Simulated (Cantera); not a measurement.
Charge: 1 mol SiHCl3, 0.32 mol C3H8, 1000 mol H2, equilibrated at 0.00580 bar.

Cantera equilibrium calculation (NASA polynomials, part measured and part estimated; ideal gas, pure solids and liquids). Candidate condensed phases: C, C6H6, C7H8, C8H18, Si, SiC; 109 gas species. The numbers say what is thermodynamically allowed, not how fast it happens.

Q: At 1750 °C, list the 7 most abundant gas species with their mole fractions, and the condensed phases.

A: H2 0.971, H 0.0246, HCl 0.00289, Si 0.000833, C2H2 (acetylene) 0.000428, Cl 5.43e-5, SiH 4.02e-5. Condensed: SiC(s).
